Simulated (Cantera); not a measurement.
Feed: 1 mol BCl3, 20 mol NH3, 7.5 mol H2, held at 1023 K and 18.0 mbar.

Cantera equilibrium calculation (NASA polynomials, part measured and part estimated; ideal gas, pure solids and liquids). Candidate condensed phases: B, BN, NH4Cl; 21 gas species. Kinetics and transport are ignored.

Base state: H2 0.742, N2 0.196, HCl 0.0619 (mole fractions); condensed: BN(s).

Problem. What changes in the equilibrium state with this change: NH3 from 20 to 0.13 mol?

Solution. 
```csv
species,before,after
H2,0.742,0.813
HCl,0.0619,0.111
BCl3,1.59e-9,0.0758
N2,0.196,<1e-9
"BN(s), mol",1.00,0.130
"B(s), mol",0,0.199
```
Mutual solubility and eutectic melting of coexisting phases are not modelled. Gases not in the tables: BHCl2.

Problem. What changes in the equilibrium state with this change: BCl3 replaced by BF3?

Solution. 
| species | before | after |
|---|---|---|
| H2 | 0.742 | 0.769 |
| N2 | 0.196 | 0.205 |
| BF3 | 0 | 0.0179 |
| HCl | 0.0619 | 0 |
| HF | 0 | 0.00805 |
| BHF2 | 0 | 1.32e-5 |
| BN(s), mol | 1.00 | 0.130 |

Problem. What changes in the equilibrium state with this change: NH3 from 20 to 0.15 mol?

Solution. 
```tsv
species	before	after
H2	0.742	0.813
HCl	0.0619	0.111
BCl3	1.59e-9	0.0754
N2	0.196	<1e-9
BN(s), mol	1.00	0.150
B(s), mol	0	0.179
```
Mutual solubility and eutectic melting of coexisting phases are not modelled. Gases not in the tables: BHCl2.
